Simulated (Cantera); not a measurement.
Cantera with NASA thermochemical tables; ideal gases at 1 bar, condensed phases pure. Values are per mole of reaction as written; species without (g) are pure solids or liquids, kept so even where they would boil at 1 bar.

9 AlCl(g) + O3(g) ⇌ 3 Al2O(g) + 3 AlCl3

```tsv
T (K)	ΔH° (kJ)	ΔS° (J/K)	ΔG° (kJ)	log10 K	condensed phases
300	-2230.9	-1205.3	-1869.4	325.48	AlCl3(s)
373	-2224.7	-1186.7	-1782.1	249.55	AlCl3(s)
398	?	?	?	?	AlCl3(s)
423	-2219.7	-1174.2	-1723.0	212.77	AlCl3(s)
448	-2217.1	-1168.1	-1693.8	197.48	AlCl3(s)
473	-2107.8	-933.3	-1666.3	184.01	AlCl3(l)
498	?	?	?	?	AlCl3(l)
523	?	?	?	?	AlCl3(l)
548	?	?	?	?	AlCl3(l)
```

### Question
What belongs in the gaps?

### Answer

- 398, ΔH° (kJ): -2222.3
- 398, ΔS° (J/K): -1180.4
- 398, ΔG° (kJ): -1752.5
- 398, log10 K: 230.00
- 498, ΔH° (kJ): -2103.4
- 498, ΔS° (J/K): -924.4
- 498, ΔG° (kJ): -1643.1
- 498, log10 K: 172.34
- 523, ΔH° (kJ): -2099.2
- 523, ΔS° (J/K): -916.0
- 523, ΔG° (kJ): -1620.1
- 523, log10 K: 161.80
- 548, ΔH° (kJ): -2094.9
- 548, ΔS° (J/K): -908.1
- 548, ΔG° (kJ): -1597.3
- 548, log10 K: 152.25
